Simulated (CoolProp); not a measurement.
Vapour-liquid equilibrium of o-xylene (1) + n-undecane (2) at 0.00204 MPa; x and y are mole fractions of (1).

The numbers come from the multi-fluid Helmholtz-energy mixture model, Zhou 2012 and Aleksandrov 2011; pair parameters Bell 2016 in CoolProp.

```csv
x,bubble temperature (K),y at the bubble point,dew temperature at overall composition x (K),liquid density (mol/L)
0.05,351.0,0.272,355.5,4.560
0.15,342.3,0.587,353.6,4.831
0.25,335.7,0.748,351.5,5.114
0.35,330.6,0.838,349.2,5.414
0.45,326.5,0.893,346.6,5.736
0.55,323.1,0.928,343.6,6.084
0.65,320.3,0.953,340.0,6.463
0.75,317.9,0.971,335.6,6.880
0.85,315.8,0.985,329.8,7.341
0.95,313.9,0.995,320.7,7.854
```

No azeotrope shows between x = 0.05 and 0.95.

Pair parameters are fitted to limited data, so mixtures are less certain than the pure fluids. The gap from Raoult's law changes sign with composition, which may be real or a fault of the pair parameters; it wasn't checked against measurements.
